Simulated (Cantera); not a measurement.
Charge: 1 mol SiHCl3, 19 mol N2, held at 1200 K and 0.00690 bar.

Cantera equilibrium calculation (NASA polynomials, part measured and part estimated; ideal gas, pure solids and liquids). Candidate condensed phases: NH4Cl, Si, Si3N4; 28 gas species. N2 is the only nitrogen source here; it is nearly inert below about 1500 K, so the nitride shown seldom forms there in practice. The tables' values for SiCl3 are old estimates; treat these amounts as uncertain. Equilibrium is a limit: real reactors are often held back by kinetics, nucleation or transport.

Base state: N2 0.926, HCl 0.0450, SiCl4 0.0247, H2 0.00228, SiCl3 0.00126, SiCl2 0.000567, SiHCl3 3.40e-5 (mole fractions); condensed: Si3N4(s).

Q: What changes in the equilibrium state with this change: N2 from 19 to 67 mol?

A: 
```json
[
 {"species": "N2", "before": "0.926", "after": "0.978"},
 {"species": "HCl", "before": "0.0450", "after": "0.0139"},
 {"species": "SiCl4", "before": "0.0247", "after": "0.00701"},
 {"species": "SiHCl3", "before": "3.40e-5", "after": "5.49e-6"},
 {"species": "H2", "before": "0.00228", "after": "0.000399"},
 {"species": "SiCl3", "before": "0.00126", "after": "0.000487"},
 {"species": "SiCl2", "before": "0.000567", "after": "0.000297"},
 {"species": "Si3N4(s), mol", "before": "0.155", "after": "0.156"}
]
```
